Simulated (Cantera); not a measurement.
Input: 1 mol Si2Cl6, 0.53 mol HCl, 540 mol H2, held at 1173.15 K and 2.70 Torr.

Equilibrium computed with Cantera from the NASA thermochemical tables; the gas is ideal and each condensed phase is pure. Candidate condensed phases: Si; 19 gas species. The feed counts by its element totals alone. Kinetics and transport are ignored.

Problem. What is the equilibrium state?

Solution. 
- x(H2) = 0.988
- x(HCl) = 0.0114
- x(SiCl2) = 0.000298
- x(SiCl3) = 7.70e-6
- x(SiHCl3) = 3.98e-6
- x(SiCl4) = 1.96e-6
- x(H) = 1.96e-6
- x(SiH2Cl2) = 1.03e-6
- n(Si(s)) = 1.83 mol
- gas amount = 543.5 mol
